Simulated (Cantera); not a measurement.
An adiabatic, constant-pressure homogeneous reactor starts with 6.79 % CH4, 3.74 % H2, 18.8 % O2, 70.7 % N2, equivalence ratio 0.82, at 1625 K and 1000000 Pa.

Computed with Cantera and GRI-Mech 3.0 (53 species, 325 reactions).

One state of this run: T (K) = 2882; x CH4 = <1e-12; x H2 = 0.00800; x O2 = 0.0331; x CO2 = 0.0494; x HO2 = 1.87e-5. x: mole fraction; the columns are a selection and need not sum to one.

Problem. Which value of t (s) does it belong to?
A) 1.16e-5
B) 0.000830
C) 4.00e-6
D) 3.38e-5

Solution. B, 0.000830
